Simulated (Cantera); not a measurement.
What does this Cantera script print?

```python
import numpy as np
import cantera as ct

gas = ct.Solution("h2o2.yaml")


def delay(T, t_max=10):
    gas.TPX = T, 160000, {'H2': 0.75, 'O2': 0.543, 'N2': 2.01}
    reactor = ct.IdealGasConstPressureReactor(gas, clone=False)
    net = ct.ReactorNet([reactor])
    net.rtol, net.atol = 1e-8, 1e-16
    while net.time < t_max:
        t_old, T_old = net.time, reactor.T
        net.step()
        if reactor.T > T + 400:  # ignition: a rise of 400 K
            return t_old + (T + 400 - T_old) / (reactor.T - T_old) * (net.time - t_old)
    return np.nan


taus = []
for T in [1150, 1225, 1300, 1375, 1450, 1525, 1600, 1675, 1750]:
    taus.append(delay(T))
    print(f"T0 = {T:6g} K   tau = {taus[-1]:.4e} s")

# d ln(tau) / d ln(k), from doubling and halving each rate constant
T, sens = 1675, []
for i in range(gas.n_reactions):
    gas.set_multiplier(2.0, i)
    up = delay(T)
    gas.set_multiplier(0.5, i)
    down = delay(T)
    gas.set_multiplier(1.0, i)
    sens.append((np.log(up / down) / np.log(4.0), gas.reaction(i).equation))
sens.sort(key=lambda x: -abs(x[0]))
print(f"sensitivities at {T} K")
for s, eq in sens[:10]:
    print(f"{s:8.3f}  {eq}")
```

Output:

```
T0 =   1150 K   tau = 4.2495e-05 s
T0 =   1225 K   tau = 2.6763e-05 s
T0 =   1300 K   tau = 1.8997e-05 s
T0 =   1375 K   tau = 1.4625e-05 s
T0 =   1450 K   tau = 1.2022e-05 s
T0 =   1525 K   tau = 1.0461e-05 s
T0 =   1600 K   tau = 9.5693e-06 s
T0 =   1675 K   tau = 9.1391e-06 s
T0 =   1750 K   tau = 9.0481e-06 s
sensitivities at 1675 K
  -0.301  H + O2 <=> O + OH
  -0.194  H + O2 + H2O <=> HO2 + H2O
  -0.116  H + OH + M <=> H2O + M
  -0.102  H2 + O <=> H + OH
  -0.071  H2 + OH <=> H + H2O
  -0.061  H + O2 + N2 <=> HO2 + N2
  -0.042  H + HO2 <=> H2 + O2
  -0.034  H + O2 + M <=> HO2 + M
  -0.028  2 H + H2O <=> H2 + H2O
  -0.021  2 OH (+M) <=> H2O2 (+M)
```

Cantera simulation using the H2/O2 subset of GRI-Mech 3.0, which has no nitrogen chemistry; the numbers are that mechanism's predictions, not measurements. Where the delays flatten at high temperature, the 400 K rule measures the pace of heat release, not the induction time.
